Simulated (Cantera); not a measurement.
# Oxide etching and cleaning by halides: SiO2 + HBr + O2

Feed: 1 mol SiO2, a varied amount of HBr, 0.49 mol O2, held at 1150 °C and 64.0 Pa.

These are equilibrium values from Cantera (NASA tables, ideal gas, pure condensed phases), not measurements of a reactor. Candidate condensed phases: Br2, H2O, Si, SiO2; 28 gas species. The tables hold silica as quartz up to 1696 K and as liquid above; real silica turns to tridymite and cristobalite and melts near 1996 K. The numbers say what is thermodynamically allowed, not how fast it happens.

| n(HBr) (mol) | log p HBr | log p Br | log p H2O | log p H2 | log p O2 | n SiO2(β-quartz) |
|---|---|---|---|---|---|---|
| 2.3 | -4.05 | -3.44 | -3.74 | -7.30 | -5.27 | 1.00 |
| 3 | -3.77 | -3.51 | -3.80 | -6.62 | -6.76 | 1.00 |
| 4 | -3.58 | -3.60 | -3.90 | -6.05 | -8.09 | 1.00 |
| 5.3 | -3.47 | -3.70 | -4.00 | -5.64 | -9.10 | 1.00 |
| 7 | -3.41 | -3.78 | -4.11 | -5.33 | -9.95 | 1.00 |
| 9.3 | -3.36 | -3.87 | -4.22 | -5.08 | -10.67 | 1.00 |
| 12 | -3.34 | -3.92 | -4.32 | -4.91 | -11.22 | 1.000 |
| 16 | -3.32 | -3.98 | -4.44 | -4.77 | -11.74 | 1.000 |
log p: log10 of the partial pressure in bar; n: condensed amount in mol.

From 2.3 mol HBr to 16 mol HBr the condensed part is SiO2(β-quartz).
